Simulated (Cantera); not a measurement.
Charge: 1 mol Fe2O3, 3.5 mol CO.

These are equilibrium values from Cantera (NASA tables, ideal gas, pure condensed phases), not measurements of a reactor. Candidate condensed phases: C, Fe, Fe(CO)5, FeO, Fe2O3, Fe3O4; 15 gas species. The tables' stoichiometric FeO is somewhat more stable than real wüstite, so its field is too wide. FeO: taken at fixed stoichiometry. Kinetics and transport are ignored.

**Question.** What condenses at these points (T in K, P in Pa): (2025, 77000); (1125, 1000000); (1525, 1000000); (1325, 280000); (1725, 1000000); (2025, 10)?

**Answer.** 
| T (K) | P in Pa | condensed phases | Fe condensed (%) |
|---|---|---|---|
| 2025 | 77000 | FeO | 100.0 |
| 1125 | 1000000 | C + FeO | 100.0 |
| 1525 | 1000000 | FeO | 100.0 |
| 1325 | 280000 | FeO | 100.0 |
| 1725 | 1000000 | FeO | 100.0 |
| 2025 | 10 | gas only | 0.0 |
